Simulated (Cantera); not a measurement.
Mixture: H2 : O2 : N2 = 1 : 0.794 : 4.21 (molar parts), equivalence ratio 0.63, at 1.00 bar, adiabatic and at constant volume. Ignition delay is the time to a rise of 400 K.

Computed with Cantera and GRI-Mech 3.0 (53 species, 325 reactions). Where the delays flatten at high temperature, the 400 K rule measures the pace of heat release, not the induction time.

**Question.** What does this change do: H2 1 to 2.2 parts?

**Answer.** 
| quantity | before | after |
|---|---|---|
| delay at 1250 K | 47.6 µs | 44.1 µs |
| delay at 1400 K | 29.8 µs | 25.3 µs |
| delay at 1550 K | 24.3 µs | 18.4 µs |
| delay at 1700 K | 24.2 µs | 16.3 µs |
| delay at 1850 K | 27.2 µs | 16.6 µs |
